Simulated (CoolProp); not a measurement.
A simple Rankine cycle with trans-2-butene: condensing at 295.15 K, boiler at 0.659 MPa, turbine inlet 337.5 K, turbine efficiency 0.7, pump efficiency 0.8, no recuperator. Each further row changes one setting.

The numbers come from the reference Helmholtz-energy equation of state, Lemmon 2005 in CoolProp. It is a short technical equation, of lower accuracy than the large ones.

| case | thermal efficiency (%) | net work (kJ/kg) | heat in (kJ/kg) | turbine exit temperature (K) | volume ratio over the turbine |
|---|---|---|---|---|---|
| as stated | ___ | 32.6 | 438 | 307.8 | 3.11 |
| turbine inlet 357.5 K | 7.5 | 35.6 | 478 | 328.9 | ___ |
| condensing temperature 287.15 K | 8.8 | ___ | 457 | 301.7 | ___ |
| boiler pressure 0.461 MPa | 5.3 | 23.6 | 447 | ___ | ___ |
| turbine efficiency 0.6 | 6.3 | 27.8 | 438 | 310.6 | 3.14 |

Problem. What belongs in the gaps?

Solution. 
- as stated, thermal efficiency (%): 7.4
- turbine inlet 357.5 K, volume ratio over the turbine: 3.07
- condensing temperature 287.15 K, net work (kJ/kg): 40.2
- condensing temperature 287.15 K, volume ratio over the turbine: 4.02
- boiler pressure 0.461 MPa, turbine exit temperature (K): 318.3
- boiler pressure 0.461 MPa, volume ratio over the turbine: 2.14
